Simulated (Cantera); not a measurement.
A closed system holds: 1 mol n-butane, 0.045 mol CO₂, 4.4 mol N₂, held at 55.0 bar.

These are equilibrium values from Cantera (NASA tables, ideal gas, pure condensed phases), not measurements of a reactor. Candidate condensed phases: C, C₆H₆, C₇H₈, C₈H₁₈, H₂O; 136 gas species. The ideal-gas law is rough above about 30 bar. Kinetics and transport are ignored. All values below are at 2627 °C.

Base state: H₂ 0.452, N₂ 0.419, HCN 0.0728, C₂H₂ (acetylene) 0.0208, HNC 0.0127, H 0.0104, CO 0.00944, CH₄ 0.000980 (mole fractions); condensed: C(graphite).

### Question
What changes in the equilibrium state with this change: CO₂ from 0.045 to 3.6 mol?

### Answer
| species | before | after |
|---|---|---|
| CO | 0.00944 | 0.432 |
| H₂ | 0.452 | 0.283 |
| N₂ | 0.419 | 0.254 |
| C₂H₂ (acetylene) | 0.0208 | 0.00189 |
| HNC | 0.0127 | 0.00297 |
| HCN | 0.0728 | 0.0171 |
| H | 0.0104 | 0.00825 |
| CO₂ | 7.13e-9 | 3.91e-5 |
| C₄H₂ | 0.000400 | 5.27e-6 |
| H₂O | 2.46e-6 | 0.000185 |
| C(graphite), mol | 2.70 | 0 |

### Question
What changes in the equilibrium state with this change: N₂ from 4.4 to 1.3 mol?

### Answer
```tsv
species	before	after
H₂	0.452	0.700
N₂	0.419	0.169
HCN	0.0728	0.0575
C₂H₂ (acetylene)	0.0208	0.0322
CO	0.00944	0.0140
HNC	0.0127	0.01000
H	0.0104	0.0130
C₂N₂	0.000257	0.000104
CH₄	0.000980	0.00234
C₃H₄ (allene)	6.14e-6	1.47e-5
C(graphite), mol	2.70	3.06
```
